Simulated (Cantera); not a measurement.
Adiabatic ignition

An adiabatic, constant-volume homogeneous reactor starts with 5.24 % C₂H₄, 18.9 % O₂, 71.3 % N₂, 4.51 % H₂O, equivalence ratio 0.83, at 1448 K and 368 Torr.

Detailed kinetics in Cantera: GRI-Mech 3.0 (53 species, 325 reactions). GRI-Mech 3.0 was tuned for natural gas; its chemistry of ethylene as a main component is partial and can be far from experiment.

| t (s) | T (K) | P (bar) | x C₂H₄ | x O₂ | x H₂O | x C₂H₂ | x H₂O₂ | x C₂H₆ |
|---|---|---|---|---|---|---|---|---|
| 3.00e-6 | 1448 | 0.490 | 0.0524 | 0.189 | 0.0451 | 4.89e-7 | <1e-12 | <1e-12 |
| 8.42e-6 | 1448 | 0.490 | 0.0524 | 0.189 | 0.0451 | 1.37e-6 | 1.03e-11 | <1e-12 |
| 2.36e-5 | 1448 | 0.490 | 0.0524 | 0.189 | 0.0451 | 3.92e-6 | 5.56e-10 | 9.72e-12 |
| 6.62e-5 | 1539 | 0.525 | 0.0405 | 0.175 | 0.0513 | 0.00101 | 7.09e-5 | 2.91e-5 |
| 0.000186 | 2669 | 0.955 | <1e-12 | 0.0492 | 0.108 | <1e-12 | 1.79e-7 | <1e-12 |
| 0.000521 | 2799 | 0.993 | <1e-12 | 0.0458 | 0.114 | <1e-12 | 3.03e-7 | <1e-12 |
| 0.00146 | 2794 | 0.990 | <1e-12 | 0.0431 | 0.115 | <1e-12 | 2.94e-7 | <1e-12 |
| 0.00410 | 2790 | 0.988 | <1e-12 | 0.0413 | 0.115 | <1e-12 | 2.87e-7 | <1e-12 |
| 0.0115 | 2789 | 0.988 | <1e-12 | 0.0411 | 0.115 | <1e-12 | 2.86e-7 | <1e-12 |
| 0.0323 | 2789 | 0.988 | <1e-12 | 0.0411 | 0.115 | <1e-12 | 2.86e-7 | <1e-12 |
| 0.0906 | 2789 | 0.988 | <1e-12 | 0.0411 | 0.115 | <1e-12 | 2.86e-7 | <1e-12 |
| 0.254 | 2789 | 0.988 | <1e-12 | 0.0411 | 0.115 | <1e-12 | 2.86e-7 | <1e-12 |
| 0.713 | 2789 | 0.988 | <1e-12 | 0.0411 | 0.115 | <1e-12 | 2.86e-7 | <1e-12 |
| 2.00 | 2789 | 0.988 | <1e-12 | 0.0411 | 0.115 | <1e-12 | 2.86e-7 | <1e-12 |
x: mole fraction; the columns are a selection and need not sum to one.

```yaml
time_of_steepest_temperature_rise: 77.7 µs
temperature at 2.00 s: 2789 K
equilibrium_temperature: 2789 K
x(C₂H₄) at 2.00 s: <1e-12 (gas-phase equilibrium <1e-12)
x(O₂) at 2.00 s: 0.0411 (gas-phase equilibrium 0.0411)
x(H₂O) at 2.00 s: 0.115 (gas-phase equilibrium 0.115)
```
